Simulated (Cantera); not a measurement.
A freely propagating, adiabatic, planar premixed flame of CH₄ : O₂ : N₂ = 1 : 2.17 : 8.17 (molar parts), equivalence ratio 0.92, unburnt at 373 K and 3.20 bar; mixture-averaged transport, grid criteria slope 0.08 and curve 0.16, no radiation.

Cantera simulation using GRI-Mech 3.0 (53 species, 325 reactions); the numbers are that mechanism's predictions, not measurements. Burning velocities carry a grid error of a few per cent, more on coarse grids.

Q: How do the results move with these cheaper or finer settings: unity-Lewis-number transport; multicomponent transport; multicomponent+Soret transport; grid criteria slope 0.5, curve 1; grid criteria slope 0.25, curve 0.5; grid criteria slope 0.03, curve 0.06?

A: 
```tsv
setting	laminar burning velocity	thermal thickness	peak x(OH)	peak x(C₂H)	grid points
as above	32.0 cm/s	0.190 mm	0.00630	1.22e-7	148
unity-Lewis-number transport	28.0 cm/s	0.197 mm	0.00686	1.38e-7	134
multicomponent transport	32.3 cm/s	0.192 mm	0.00633	1.26e-7	149
multicomponent+Soret transport	31.8 cm/s	0.194 mm	0.00629	1.17e-7	148
grid criteria slope 0.5, curve 1	34.8 cm/s	0.206 mm	0.00634	1.10e-7	34
grid criteria slope 0.25, curve 0.5	33.1 cm/s	0.196 mm	0.00631	1.19e-7	57
grid criteria slope 0.03, curve 0.06	31.6 cm/s	0.189 mm	0.00628	1.23e-7	343
```
The base run took very roughly 17 core-seconds.
Unity Lewis numbers drop preferential diffusion, which matters most where H2 and H carry the flame; Soret adds thermal diffusion.
